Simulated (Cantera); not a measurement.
# HBr + O2 + N2 + H2O (abatement and gas-phase synthesis)

A closed system holds: 1 mol HBr, 0.38 mol O2, 11 mol N2, 0.065 mol H2O, at 7300000 Pa.

Equilibrium computed with Cantera from the NASA thermochemical tables; the gas is ideal and each condensed phase is pure. Candidate condensed phases: Br2, H2O; 27 gas species. The ideal-gas law is rough above about 30 bar. Rates play no part.

```csv
T (°C),x N2,x Br,x H2O,x HBr,x Br2,x O2
1525,0.889,0.0197,0.0372,0.0169,0.0221,0.0141
1625,0.885,0.0253,0.0359,0.0192,0.0180,0.0144
1725,0.882,0.0309,0.0348,0.0209,0.0142,0.0146
1825,0.879,0.0361,0.0339,0.0222,0.0109,0.0145
1925,0.877,0.0407,0.0333,0.0230,0.00811,0.0143
2025,0.874,0.0445,0.0329,0.0233,0.00596,0.0139
2125,0.872,0.0475,0.0326,0.0234,0.00435,0.0134
2225,0.871,0.0499,0.0324,0.0232,0.00319,0.0128
```
x: gas mole fraction; nothing condenses.

From 1525 °C to 2225 °C nothing is condensed.
